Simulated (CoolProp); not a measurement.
Ethanol along the isotherm 208.65 °C: fugacity coefficient from the reference equation and from simpler models built on Tc = 241.6 °C, pc = 6268 kPa, ω = 0.644; each cubic takes its own stable root.

Computed with CoolProp (reference Helmholtz-energy equation of state, Schroeder 2014).

```
p (kPa)   phase  reference  van der Waals  Redlich-Kwong  Soave-Redlich-Kwong  Peng-Robinson
-------  ------  ---------  -------------  -------------  -------------------  -------------
4180     liquid          …         0.7663         0.7304               0.6494         0.6313
8360     liquid     0.3562         0.4790         0.4181               0.3635         0.3489
12500    liquid     0.2587         0.3703              …               0.2701         0.2563
16700    liquid     0.2101         0.3186         0.2607               0.2240         0.2102
20900    liquid     0.1818         0.2911         0.2309               0.1977         0.1835
25100    liquid     0.1637         0.2761         0.2125               0.1814         0.1666
29300    liquid     0.1514         0.2687         0.2007               0.1708         0.1553
33400    liquid          …         0.2663         0.1932               0.1641         0.1478
37600    liquid     0.1370              …         0.1885               0.1597         0.1425
41800    liquid          …         0.2718         0.1859               0.1572         0.1389
46000    liquid     0.1298         0.2784         0.1850               0.1562         0.1367
50100    liquid     0.1279         0.2870         0.1854               0.1563         0.1355
54300    liquid     0.1268         0.2978         0.1868               0.1573         0.1352
58500    liquid     0.1264         0.3105         0.1893               0.1591         0.1356
62700    liquid     0.1266         0.3251         0.1926                    …         0.1365
```

### Question
Some entries are withheld; supply them.

### Answer

- 4180, reference: 0.6532
- 12500, Redlich-Kwong: 0.3128
- 33400, reference: 0.1431
- 37600, van der Waals: 0.2676
- 41800, reference: 0.1327
- 62700, Soave-Redlich-Kwong: 0.1617

At some of these states van der Waals, Redlich-Kwong gives the other phase, because its saturation line lies elsewhere.
